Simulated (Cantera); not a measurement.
Cantera run, input and output.

```python
import numpy as np
import cantera as ct

gas = ct.Solution("h2o2.yaml")
gas.TPX = 1100, 15000, {'H2': 0.75, 'O2': 1, 'N2': 1.2}
reactor = ct.IdealGasConstPressureReactor(gas, energy="off", clone=False)
net = ct.ReactorNet([reactor])
net.rtol, net.atol = 1e-08, 1e-18
show = ['H2', 'O2', 'H', 'HO2', 'O']
times = np.geomspace(0.0003, 50, 11)

steps = ct.SolutionArray(gas, extra=["t"])
rows = []
print(f"{'t/s':>10s}{'T/K':>9s}{'P/Pa':>11s}" + "".join(f"{s:>11s}" for s in show))
for t in times:
    while net.time < t:
        t_next = net.step()
        steps.append(gas.state, t=t_next)
    rows.append([np.interp(t, steps.t, y) for y in (steps.T, steps.P, *steps(*show).X.T)])
    print(f"{t:10.3e}{rows[-1][0]:9.1f}{rows[-1][1]:11.4g}" + "".join(f"{x:11.3e}" for x in rows[-1][2:]))
rate = np.gradient(steps.T, steps.t)
print("integrator steps:", len(steps.t))
if steps.T.max() > steps.T[0] + 200:
    print(f"time of steepest temperature rise: {steps.t[rate.argmax()]:.4e} s")
gas.TPX = 1100, 15000, {'H2': 0.75, 'O2': 1, 'N2': 1.2}
gas.equilibrate("TP")
print(f"equilibrium (TP): T = {gas.T:.1f} K  " + "  ".join(f"{s} {gas[s].X[0]:.3e}" for s in show))
```

It prints:

```
       t/s      T/K       P/Pa         H2         O2          H        HO2          O
 3.000e-04   1100.0    1.5e+04  1.041e-01  2.741e-01  6.861e-02  4.722e-05  1.694e-02
 9.984e-04   1100.0    1.5e+04  2.059e-03  2.426e-01  4.471e-04  4.176e-05  9.009e-04
 3.323e-03   1100.0    1.5e+04  1.966e-04  2.427e-01  7.390e-06  8.868e-06  5.839e-05
 1.106e-02   1100.0    1.5e+04  1.740e-05  2.427e-01  2.873e-07  1.257e-06  6.753e-06
 3.680e-02   1100.0    1.5e+04  1.257e-06  2.427e-01  1.621e-08  1.887e-07  1.095e-06
 1.225e-01   1100.0    1.5e+04  1.561e-07  2.427e-01  1.573e-09  4.075e-08  2.420e-07
 4.076e-01   1100.0    1.5e+04  3.527e-08  2.427e-01  2.102e-10  1.156e-08  6.378e-08
 1.356e+00   1100.0    1.5e+04  9.649e-09  2.427e-01  3.270e-11  4.857e-09  1.836e-08
 4.514e+00   1100.0    1.5e+04  3.286e-09  2.427e-01  6.608e-12  4.116e-09  6.023e-09
 1.502e+01   1100.0    1.5e+04  2.077e-09  2.427e-01  3.163e-12  4.664e-09  3.330e-09
 5.000e+01   1100.0    1.5e+04  2.025e-09  2.427e-01  3.024e-12  4.721e-09  3.195e-09
integrator steps: 1982
equilibrium (TP): T = 1100.0 K  H2 2.025e-09  O2 2.427e-01  H 3.024e-12  HO2 4.721e-09  O 3.195e-09
```

Detailed kinetics in Cantera: the H2/O2 subset of GRI-Mech 3.0, which has no nitrogen chemistry. The temperature is held fixed by assumption; the heat of reaction is taken as removed at once.
